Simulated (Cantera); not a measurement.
A perfectly stirred reactor is fed with 60.2 % NH3, 39.8 % N2, at 173 Torr; it is held at 1800 K, and followed from long to short residence time.

Detailed kinetics in Cantera: the gas-phase N/H chemistry of the illustrative SiF4/NH3 mechanism in the Surface Chemkin manual (1991). Walls and surfaces, which speed up NH3 decomposition in real reactors, are not modelled.

Predict: x(NH3) at τ = 1.20 s; x(NH) at τ = 1.20 s; x(H2) at τ = 1.20 s; x(H) at τ = 1.20 s; x(N2) at τ = 1.20 s; x(NH3) at τ = 63.0 ms; x(NH) at τ = 63.0 ms; x(H2) at τ = 63.0 ms; x(H) at τ = 63.0 ms; x(N2) at τ = 63.0 ms.


```json
{
  "x(NH3) at τ = 1.20 s": "0.297",
  "x(NH) at τ = 1.20 s": "2.49e-6",
  "x(H2) at τ = 1.20 s": "0.286",
  "x(H) at τ = 1.20 s": "7.59e-5",
  "x(N2) at τ = 1.20 s": "0.417",
  "x(NH3) at τ = 63.0 ms": "0.570",
  "x(NH) at τ = 63.0 ms": "2.24e-6",
  "x(H2) at τ = 63.0 ms": "0.0303",
  "x(H) at τ = 63.0 ms": "7.07e-6",
  "x(N2) at τ = 63.0 ms": "0.400"
}
```
